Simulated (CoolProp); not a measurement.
The fluid at 342.22 K and 0.121 MPa is throttled through a valve to 0.0669 MPa with no heat exchange. The same conditions are run with several fluids, on thermodynamics alone (safety and materials aside).

Values from CoolProp's reference Helmholtz-energy equation of state of each fluid (octamethylcyclotetrasiloxane (D4): Thol 2015; decamethylcyclopentasiloxane (D5): Thol 2019; n-decane: Lemmon 2006; octamethyltrisiloxane (MDM): Thol 2017; n-heptane: Span 2003).

```json
[
 {"fluid": "octamethylcyclotetrasiloxane (D4)", "final density (kg/m³)": "?"},
 {"fluid": "decamethylcyclopentasiloxane (D5)", "final density (kg/m³)": "?"},
 {"fluid": "n-decane", "final density (kg/m³)": "?"},
 {"fluid": "octamethyltrisiloxane (MDM)", "final density (kg/m³)": "?"},
 {"fluid": "n-heptane", "final density (kg/m³)": "641"}
]
```

**Question.** Fill in the missing entries.

**Answer.** 
- octamethylcyclotetrasiloxane (D4), final density (kg/m³): 900
- decamethylcyclopentasiloxane (D5), final density (kg/m³): 907
- n-decane, final density (kg/m³): 692
- octamethyltrisiloxane (MDM), final density (kg/m³): 770
